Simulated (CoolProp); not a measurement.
Methanol along the isotherm 620 K: fugacity coefficient from the reference equation and from simpler models built on Tc = 513.4 K, pc = 8216 kPa, ω = 0.565; each cubic takes its own stable root.

Computed with CoolProp (reference Helmholtz-energy equation of state, de Reuck 1993).

```csv
p (kPa),phase,reference
2740,gas,0.9454
5480,gas,0.8919
8220,supercritical,0.8411
11000,supercritical,0.7928
13700,supercritical,0.7489
16400,supercritical,0.7085
19200,supercritical,0.6693
21900,supercritical,0.6343
24600,supercritical,0.6024
27400,supercritical,0.5732
30100,supercritical,0.5488
32900,supercritical,0.5270
35600,supercritical,0.5087
38300,supercritical,0.4929
41100,supercritical,0.4786
```

### Question
How far does each simpler model (van der Waals, Redlich-Kwong, Soave-Redlich-Kwong) lie from the reference over these 15 states: mean and median of the absolute difference, and the worst?

### Answer
- van der Waals: mean 5.6 %, median 6.1 %, worst -9.9 % at 620 K and 21900 kPa
- Redlich-Kwong: mean 4.9 %, median 5.3 %, worst -7.6 % at 620 K and 21900 kPa
- Soave-Redlich-Kwong: mean 10.2 %, median 8.7 %, worst +23.1 % at 620 K and 41100 kPa
